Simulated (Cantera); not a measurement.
An isothermal, constant-pressure homogeneous reactor starts with NO : N₂ = 1 : 0.11 (molar parts), at 1850 K and 0.0133 bar.

Cantera simulation using GRI-Mech 3.0 (53 species, 325 reactions); the numbers are that mechanism's predictions, not measurements. Radical loss at walls, strong at low pressure, is not modelled.

x: mole fraction; the columns are a selection and need not sum to one.

| t (s) | x NO | x O | x O₂ | x NO₂ | x N₂ |
|---|---|---|---|---|---|
| 1.00e-5 | 0.901 | 3.87e-8 | 1.61e-12 | 3.44e-12 | 0.0991 |
| 5.28e-5 | 0.901 | 2.04e-7 | 4.50e-11 | 9.59e-11 | 0.0991 |
| 0.000278 | 0.901 | (withheld) | (withheld) | (withheld) | 0.0991 |
| 0.00147 | 0.901 | 5.66e-6 | 3.48e-8 | 7.19e-8 | 0.0991 |
| 0.00775 | 0.901 | (withheld) | (withheld) | (withheld) | 0.0991 |
| 0.0409 | 0.901 | 0.000140 | 4.00e-5 | 1.94e-5 | 0.0992 |
| 0.216 | 0.899 | 0.000273 | 0.000876 | 3.25e-5 | 0.1000 |
| 1.14 | 0.888 | 0.000308 | 0.00626 | 4.31e-5 | 0.105 |
| 6.00 | 0.829 | 0.000429 | 0.0356 | 8.08e-5 | 0.135 |

Fill in the missing entries.


- 0.000278, x O: 1.08e-6
- 0.000278, x O₂: 1.25e-9
- 0.000278, x NO₂: 2.66e-9
- 0.00775, x O: 2.94e-5
- 0.00775, x O₂: 1.00e-6
- 0.00775, x NO₂: 1.73e-6
